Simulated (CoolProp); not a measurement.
Saturation properties of sulfur hexafluoride.

Values from CoolProp's reference Helmholtz-energy equation of state, Guder 2009.

| T (°C) | p (bar) | enthalpy of vaporisation (kJ/kg) | liquid cp (kJ/(kg K)) | surface tension (mN/m) | liquid viscosity (µPa s) |
|---|---|---|---|---|---|
| -27.35 | 5.398 | 100.4 | 0.9107 | 8.22 | 292 |
| -22.85 | ___ | ___ | 0.9275 | 7.58 | 271 |
| -18.25 | 7.291 | 95.54 | 0.9460 | 6.94 | 252 |
| -13.75 | 8.391 | 92.94 | 0.9654 | 6.32 | 233 |
| -9.25 | 9.609 | ___ | 0.9867 | ___ | 216 |
| -4.65 | 10.98 | ___ | 1.011 | 5.11 | 200 |
| -0.15 | 12.47 | 84.13 | 1.038 | ___ | 185 |
| 4.35 | 14.09 | 80.82 | 1.068 | 3.97 | 171 |
| 8.95 | 15.90 | 77.18 | 1.105 | 3.41 | 158 |
| 13.45 | 17.84 | 73.31 | 1.149 | 2.89 | 145 |
| 17.95 | 19.96 | 69.09 | 1.205 | 2.38 | 134 |

Question: Some entries are withheld; supply them.

Answer: 
- -22.85, p (bar): 6.282
- -22.85, enthalpy of vaporisation (kJ/kg): 98.06
- -9.25, enthalpy of vaporisation (kJ/kg): 90.20
- -9.25, surface tension (mN/m): 5.72
- -4.65, enthalpy of vaporisation (kJ/kg): 87.23
- -0.15, surface tension (mN/m): 4.53

Viscosity comes from a separate model (Quiñones-Cisneros 2012). Surface tension comes from a separate correlation (Mulero 2012).
